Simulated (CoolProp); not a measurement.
Vapour-liquid equilibrium of propane (1) + isohexane (2) at 298.1 K; x and y are mole fractions of (1).

Model: multi-fluid Helmholtz-energy mixture model, Lemmon 2009 and Lemmon 2006; pair parameters Bell 2016, in CoolProp.

```
x     bubble pressure (MPa)  y at the bubble point  dew pressure at overall composition x (MPa)  liquid density (mol/L)
----  ---------------------  ---------------------  -------------------------------------------  ----------------------
0.05                0.07150                  0.617                                      0.02964                   7.672
0.15                 0.1584                  0.838                                      0.03307                   7.978
0.25                 0.2457                  0.903                                      0.03739                   8.300
0.35                 0.3334                  0.935                                      0.04299                   8.641
0.45                 0.4216                  0.954                                      0.05056                   9.000
0.55                 0.5109                  0.967                                      0.06135                   9.376
0.65                 0.6017                  0.977                                      0.07796                   9.768
0.75                 0.6950                  0.984                                       0.1068                   10.17
0.85                 0.7921                  0.991                                       0.1694                   10.58
0.95                 0.8956                  0.997                                       0.3992                   10.98
```

No azeotrope shows between x = 0.05 and 0.95.

The pair parameters rest on a limited set of measurements; away from them the model extrapolates.
